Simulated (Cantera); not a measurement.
# Oxide etching and cleaning by halides: CuO + HF + O2

A closed system holds: 1 mol CuO, 7.3 mol HF, 0.33 mol O2, equilibrated at 0.133 bar.

Equilibrium computed with Cantera from the NASA thermochemical tables; the gas is ideal and each condensed phase is pure. Candidate condensed phases: Cu, CuF2, CuO, Cu(OH)2, Cu2O, H2O; 27 gas species. The numbers say what is thermodynamically allowed, not how fast it happens.

```json
[
 {"T (K)": "600", "x HF": "0.799", "x H2O": "0.151", "x O2": "0.0498", "x CuF": "<1e-12", "x CuF2": "<1e-12", "x Cu": "<1e-12", "x OH": "<1e-12", "n CuF2(s)": "1.00", "n CuO(s)": "0", "n Cu2O(s)": "0", "n Cu2O(l)": "0"},
 {"T (K)": "700", "x HF": "0.920", "x H2O": "0.0355", "x O2": "0.0448", "x CuF": "<1e-12", "x CuF2": "1.49e-10", "x Cu": "<1e-12", "x OH": "1.80e-11", "n CuF2(s)": "0.262", "n CuO(s)": "0.738", "n Cu2O(s)": "0", "n Cu2O(l)": "0"},
 {"T (K)": "800", "x HF": "0.949", "x H2O": "0.00725", "x O2": "0.0436", "x CuF": "4.03e-10", "x CuF2": "4.05e-8", "x Cu": "<1e-12", "x OH": "2.62e-10", "n CuF2(s)": "0.0549", "n CuO(s)": "0.945", "n Cu2O(s)": "0", "n Cu2O(l)": "0"},
 {"T (K)": "900", "x HF": "0.955", "x H2O": "0.00207", "x O2": "0.0433", "x CuF": "8.96e-8", "x CuF2": "3.00e-6", "x Cu": "<1e-12", "x OH": "2.11e-9", "n CuF2(s)": "0.0158", "n CuO(s)": "0.984", "n Cu2O(s)": "0", "n Cu2O(l)": "0"},
 {"T (K)": "1000", "x HF": "0.956", "x H2O": "0.000772", "x O2": "0.0433", "x CuF": "6.53e-6", "x CuF2": "9.00e-5", "x Cu": "<1e-12", "x OH": "1.13e-8", "n CuF2(s)": "0.00518", "n CuO(s)": "0.994", "n Cu2O(s)": "0", "n Cu2O(l)": "0"},
 {"T (K)": "1100", "x HF": "0.955", "x H2O": "0.000737", "x O2": "0.0433", "x CuF": "0.000146", "x CuF2": "0.000664", "x Cu": "1.03e-10", "x OH": "6.51e-8", "n CuF2(s)": "0", "n CuO(s)": "0.994", "n Cu2O(s)": "0", "n Cu2O(l)": "0"},
 {"T (K)": "1200", "x HF": "0.923", "x H2O": "0.00157", "x O2": "0.0733", "x CuF": "0.000852", "x CuF2": "0.00114", "x Cu": "5.00e-9", "x OH": "4.77e-7", "n CuF2(s)": "0", "n CuO(s)": "0", "n Cu2O(s)": "0.492", "n Cu2O(l)": "0"},
 {"T (K)": "1300", "x HF": "0.919", "x H2O": "0.00298", "x O2": "0.0732", "x CuF": "0.00318", "x CuF2": "0.00139", "x Cu": "1.22e-7", "x OH": "2.30e-6", "n CuF2(s)": "0", "n CuO(s)": "0", "n Cu2O(s)": "0.482", "n Cu2O(l)": "0"},
 {"T (K)": "1400", "x HF": "0.911", "x H2O": "0.00592", "x O2": "0.0729", "x CuF": "0.00903", "x CuF2": "0.00141", "x Cu": "1.87e-6", "x OH": "9.52e-6", "n CuF2(s)": "0", "n CuO(s)": "0", "n Cu2O(s)": "0.459", "n Cu2O(l)": "0"},
 {"T (K)": "1500", "x HF": "0.894", "x H2O": "0.0117", "x O2": "0.0725", "x CuF": "0.0209", "x CuF2": "0.00126", "x Cu": "1.97e-5", "x OH": "3.40e-5", "n CuF2(s)": "0", "n CuO(s)": "0", "n Cu2O(s)": "0.412", "n Cu2O(l)": "0"},
 {"T (K)": "1600", "x HF": "0.868", "x H2O": "0.0202", "x O2": "0.0719", "x CuF": "0.0384", "x CuF2": "0.00102", "x Cu": "0.000134", "x OH": "0.000101", "n CuF2(s)": "0", "n CuO(s)": "0", "n Cu2O(s)": "0", "n Cu2O(l)": "0.341"},
 {"T (K)": "1700", "x HF": "0.832", "x H2O": "0.0320", "x O2": "0.0711", "x CuF": "0.0627", "x CuF2": "0.000808", "x Cu": "0.000704", "x OH": "0.000260", "n CuF2(s)": "0", "n CuO(s)": "0", "n Cu2O(s)": "0", "n Cu2O(l)": "0.238"}
]
```
x: gas mole fraction; n: condensed amount in mol.

At 600 K the condensed part is CuF2(s). From 700 K to 1000 K the condensed part is CuF2(s) + CuO(s). At 1100 K the condensed part is CuO(s). From 1200 K to 1500 K the condensed part is Cu2O(s). From 1600 K to 1700 K the condensed part is Cu2O(l).
